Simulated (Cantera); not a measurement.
An adiabatic, constant-pressure homogeneous reactor starts with 4.52 % CH₄, 20.1 % O₂, 75.4 % N₂, at 1300 K and 3530 Torr.

Model: GRI-Mech 3.0 (53 species, 325 reactions), integrated in Cantera.

One state of this run: T (K) = 2215; x CH₄ = <1e-12; x O₂ = 0.105; x HCN = <1e-12; x HCO = 1.64e-11; x CH₃ = <1e-12; x C₂H₄ = <1e-12; x O = 0.000446. x: mole fraction; the columns are a selection and need not sum to one.

Which value of t (s) does it belong to?
A) 2.26e-5
B) 2.79
C) 0.000761
D) 7.30e-5

B, 2.79
